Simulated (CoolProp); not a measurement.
Computed with CoolProp (reference Helmholtz-energy equation of state, Lemmon 2006). It is a short technical equation, of lower accuracy than the large ones.

Question: For nitrous oxide, give the phase and the Z, cp (kJ/(kg K)), speed of sound (m/s) at 403.2 K and 176 bar.

Answer: 
- 403.2 K and 176 bar: supercritical; Z 0.680, cp 1.86, speed of sound 294
